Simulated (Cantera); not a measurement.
Abatement and gas-phase synthesis: CS₂ + SO₂ + O₂

A closed system holds: 1 mol CS₂, 0.004 mol SO₂, a varied amount of O₂, equilibrated at 2423 K and 4.50 bar.

These are equilibrium values from Cantera (NASA tables, ideal gas, pure condensed phases), not measurements of a reactor. Candidate condensed phases: C, S; 22 gas species. Kinetics and transport are ignored.

From 0.17 mol O₂ to 5.6 mol O₂ nothing is condensed. The main C-bearing gas is CS₂ at 0.17 mol O₂ and CO₂ at 5.6 mol O₂.

```csv
n(O₂) (mol),log p SO₂,log p S₂,log p CO,log p O₂,log p CS₂,log p CO₂,log p SO,log p CS,log p S₂O,log p S
0.17,-8.82,0.11,0.04,<-11,0.23,-4.77,-4.84,-0.42,-5.69,-1.45
0.24,-8.13,0.19,0.15,<-11,0.09,-4.34,-4.48,-0.59,-5.29,-1.41
0.33,-7.32,0.26,0.24,<-11,-0.13,-3.86,-4.06,-0.85,-4.83,-1.37
0.48,-4.84,0.34,0.34,-9.00,-1.18,-2.54,-2.79,-1.94,-3.53,-1.33
0.68,-0.78,0.29,0.27,-4.91,-3.34,-0.57,-0.78,-4.07,-1.54,-1.36
0.96,-0.26,0.19,0.20,-4.34,-3.80,-0.36,-0.54,-4.48,-1.35,-1.41
1.4,0.07,0.01,0.10,-3.92,-4.28,-0.24,-0.42,-4.88,-1.32,-1.50
1.9,0.26,-0.27,0.01,-3.59,-4.82,-0.17,-0.40,-5.28,-1.43,-1.64
2.8,0.45,-2.26,-0.38,-2.41,-7.79,0.03,-0.80,-7.25,-2.83,-2.63
3.9,0.36,-7.30,-1.58,0.02,<-11,0.05,-2.10,<-11,-6.65,-5.15
5.6,0.20,-8.21,-1.88,0.32,<-11,-0.10,-2.41,<-11,-7.41,-5.61
```
log p: log10 of the partial pressure in bar; nothing condenses.
